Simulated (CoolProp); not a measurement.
Vapour-liquid equilibrium of hydrogen sulfide (1) + n-heptane (2) at 3.44 bar; x and y are mole fractions of (1).

Values from CoolProp's multi-fluid Helmholtz-energy mixture model, Lemmon 2006 and Span 2003; pair parameters Kunz 2012.

```json
[
 {"x": "0.05", "bubble temperature (K)": "357.8", "y at the bubble point": "0.803", "dew temperature at overall composition x (K)": "416.9", "liquid density (mol/L)": "[?]"},
 {"x": "0.2", "bubble temperature (K)": "274.8", "y at the bubble point": "0.995", "dew temperature at overall composition x (K)": "[?]", "liquid density (mol/L)": "[?]"},
 {"x": "0.35", "bubble temperature (K)": "257.5", "y at the bubble point": "0.999", "dew temperature at overall composition x (K)": "[?]", "liquid density (mol/L)": "9.399"},
 {"x": "0.5", "bubble temperature (K)": "251.1", "y at the bubble point": "0.999", "dew temperature at overall composition x (K)": "389.6", "liquid density (mol/L)": "11.33"},
 {"x": "0.65", "bubble temperature (K)": "247.6", "y at the bubble point": "0.999", "dew temperature at overall composition x (K)": "376.6", "liquid density (mol/L)": "14.09"},
 {"x": "0.8", "bubble temperature (K)": "244.8", "y at the bubble point": "1.000", "dew temperature at overall composition x (K)": "[?]", "liquid density (mol/L)": "[?]"},
 {"x": "0.95", "bubble temperature (K)": "241.7", "y at the bubble point": "1.000", "dew temperature at overall composition x (K)": "320.6", "liquid density (mol/L)": "23.97"}
]
```

### Question
Fill in the missing entries.

### Answer

- 0.05, liquid density (mol/L): 6.413
- 0.2, dew temperature at overall composition x (K): 408.8
- 0.2, liquid density (mol/L): 7.970
- 0.35, dew temperature at overall composition x (K): 399.9
- 0.8, dew temperature at overall composition x (K): 358.2
- 0.8, liquid density (mol/L): 18.12

No azeotrope shows between x = 0.05 and 0.95.

The pair parameters rest on a limited set of measurements; away from them the model extrapolates. The gap from Raoult's law changes sign with composition, which may be real or a fault of the pair parameters; it wasn't checked against measurements. With so large a gap from Raoult's law the liquid may split in two, which this calculation doesn't test in full.
